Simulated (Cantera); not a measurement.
Input: 1 mol HMDSO, 1.6 mol NO, 0.2 mol H2, at 1.00 bar.

These are equilibrium values from Cantera (NASA tables, ideal gas, pure condensed phases), not measurements of a reactor. Candidate condensed phases: C, C6H6, C7H8, C8H18, H2O, Si, SiC, SiO2, Si2N2O, Si3N4; 151 gas species. The feed counts by its element totals alone. Mutual solubility and eutectic melting of coexisting phases are not modelled. The numbers say what is thermodynamically allowed, not how fast it happens.

Which condensed phases are stable at each of these points (T (°C)): 527, 577, 627, 677, 727, 777, 827?


```
T (°C)                          condensed phases  Si condensed (%)
------  ----------------------------------------  ----------------
527     C(graphite) + SiO2(α-quartz) + Si2N2O(s)             100.0
577     C(graphite) + SiO2(β-quartz) + Si2N2O(s)             100.0
627     C(graphite) + SiO2(β-quartz) + Si2N2O(s)             100.0
677     C(graphite) + SiO2(β-quartz) + Si2N2O(s)             100.0
727     C(graphite) + SiO2(β-quartz) + Si2N2O(s)             100.0
777     C(graphite) + SiO2(β-quartz) + Si2N2O(s)             100.0
827     C(graphite) + SiO2(β-quartz) + Si2N2O(s)             100.0
```

At 527 °C the condensed part is C(graphite) + SiO2(α-quartz) + Si2N2O(s). From 577 °C to 827 °C the condensed part is C(graphite) + SiO2(β-quartz) + Si2N2O(s).
